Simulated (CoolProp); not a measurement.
A closed Brayton cycle with dry air: compressor inlet 308.15 K and 4.9 MPa, high pressure 13.6 MPa, turbine inlet 645 K, compressor efficiency 0.85, turbine efficiency 0.93, recuperator effectiveness 0.9 (on enthalpy, no pinch check). Each further row changes one setting.

Values from CoolProp's reference Helmholtz-energy equation of state, Lemmon 2000. It is a pseudo-pure fit of the blend.

```
case                           thermal efficiency (%)  net work (kJ/kg)  compressor to turbine work  compressor exit (K)  turbine exit (K)
-----------------------------  ----------------------  ----------------  --------------------------  -------------------  ----------------
as stated                                        19.0              32.4                        0.80                432.2             497.0
turbine inlet 595 K                        (withheld)              19.8                        0.86                432.2             457.0
compressor inlet 318.15 K                        16.7              28.1                  (withheld)                446.0             497.0
high pressure 11.6 MPa                     (withheld)              32.9                        0.76                410.4             517.7
recuperator effectiveness 0.5                    16.4              32.4                        0.80                432.2             497.0
```

Question: What belongs in the gaps?

Answer: 
- turbine inlet 595 K, thermal efficiency (%): 12.9
- compressor inlet 318.15 K, compressor to turbine work: 0.82
- high pressure 11.6 MPa, thermal efficiency (%): 21.6
